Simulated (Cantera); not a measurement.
Input: 1 mol CH3SiH3, 1.5 mol C2H4, 16 mol H2, at 1475 K and 13.3 mbar.

These are equilibrium values from Cantera (NASA tables, ideal gas, pure condensed phases), not measurements of a reactor. Candidate condensed phases: C, C6H6, C7H8, C8H18, Si, SiC; 87 gas species. The feed counts by its element totals alone. Kinetics and transport are ignored.

Problem. What is the equilibrium state?

Solution. x(H2): 1.000
x(H): 0.000112
x(CH4): 3.87e-5
x(C2H2 (acetylene)): 6.67e-6
n(C(graphite)): 3.00 mol
n(SiC(s)): 1.00 mol
gas amount: 22.00 mol
log10 activity of Si(s) (absent): -2.18
